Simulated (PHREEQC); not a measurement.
Dissolve 0.057 mol KHCO3, 0.00083 mol NaF and 9.4e-05 mol NaCl per kg of water at 25 °C. Closed to the air; pH follows from the charge balance.

Model: ion-association model, phreeqc.dat, run in PHREEQC.

Each row changes one thing in this solution. No solid was allowed to form.

```json
[
 {"case": "as made", "pH": "8.16", "ionic strength (mol/kgw)": "0.0586", "CO2 (mol/kgw)": "0.000696", "CO3-2 (mol/kgw)": "0.000689", "NaHCO3 (mol/kgw)": "1.86e-5", "NaCO3- (mol/kgw)": "5.23e-6", "SI of Sylvite (KCl)": "-6.36", "SI of Halite (NaCl)": "-8.83"},
 {"case": "NaF from 0.00083 to 0.0083 mol/kgw", "pH": "8.14", "ionic strength (mol/kgw)": "0.0658", "CO2 (mol/kgw)": "0.000719", "CO3-2 (mol/kgw)": "0.000672", "NaHCO3 (mol/kgw)": "0.000165", "NaCO3- (mol/kgw)": "4.48e-5", "SI of Sylvite (KCl)": "(withheld)", "SI of Halite (NaCl)": "-7.88"},
 {"case": "temperature from 25 to 75 °C", "pH": "8.01", "ionic strength (mol/kgw)": "0.0587", "CO2 (mol/kgw)": "0.000895", "CO3-2 (mol/kgw)": "0.000820", "NaHCO3 (mol/kgw)": "1.33e-5", "NaCO3- (mol/kgw)": "4.79e-5", "SI of Sylvite (KCl)": "-6.59", "SI of Halite (NaCl)": "-8.90"},
 {"case": "temperature from 25 to 40 °C", "pH": "8.07", "ionic strength (mol/kgw)": "0.0586", "CO2 (mol/kgw)": "0.000746", "CO3-2 (mol/kgw)": "0.000731", "NaHCO3 (mol/kgw)": "1.68e-5", "NaCO3- (mol/kgw)": "1.11e-5", "SI of Sylvite (KCl)": "-6.44", "SI of Halite (NaCl)": "-8.84"},
 {"case": "KHCO3 from 0.057 to 0.114 mol/kgw", "pH": "(withheld)", "ionic strength (mol/kgw)": "0.116", "CO2 (mol/kgw)": "0.00145", "CO3-2 (mol/kgw)": "0.00144", "NaHCO3 (mol/kgw)": "3.25e-5", "NaCO3- (mol/kgw)": "8.77e-6", "SI of Sylvite (KCl)": "-6.11", "SI of Halite (NaCl)": "-8.88"},
 {"case": "diluted 10-fold with water", "pH": "8.26", "ionic strength (mol/kgw)": "0.00585", "CO2 (mol/kgw)": "6.30e-5", "CO3-2 (mol/kgw)": "6.09e-5", "NaHCO3 (mol/kgw)": "2.46e-7", "NaCO3- (mol/kgw)": "7.62e-8", "SI of Sylvite (KCl)": "-8.24", "SI of Halite (NaCl)": "-10.70"},
 {"case": "NaCl from 9.4e-05 to 0.000188 mol/kgw", "pH": "8.16", "ionic strength (mol/kgw)": "0.0587", "CO2 (mol/kgw)": "0.000696", "CO3-2 (mol/kgw)": "0.000689", "NaHCO3 (mol/kgw)": "2.04e-5", "NaCO3- (mol/kgw)": "5.76e-6", "SI of Sylvite (KCl)": "-6.06", "SI of Halite (NaCl)": "-8.48"},
 {"case": "NaF from 0.00083 to 8.3e-05 mol/kgw", "pH": "8.16", "ionic strength (mol/kgw)": "0.0579", "CO2 (mol/kgw)": "0.000693", "CO3-2 (mol/kgw)": "0.000691", "NaHCO3 (mol/kgw)": "3.56e-6", "NaCO3- (mol/kgw)": "1.01e-6", "SI of Sylvite (KCl)": "-6.36", "SI of Halite (NaCl)": "-9.54"},
 {"case": "KHCO3 from 0.057 to 0.0513 mol/kgw", "pH": "8.17", "ionic strength (mol/kgw)": "0.0528", "CO2 (mol/kgw)": "0.000623", "CO3-2 (mol/kgw)": "0.000616", "NaHCO3 (mol/kgw)": "1.70e-5", "NaCO3- (mol/kgw)": "4.83e-6", "SI of Sylvite (KCl)": "-6.40", "SI of Halite (NaCl)": "-8.82"}
]
```

Problem. What belongs in the gaps?

Solution. 
- NaF from 0.00083 to 0.0083 mol/kgw, SI of Sylvite (KCl): -6.37
- KHCO3 from 0.057 to 0.114 mol/kgw, pH: 8.12

Species that the database lacks are ignored. Constants without temperature data keep their 25 °C values here.
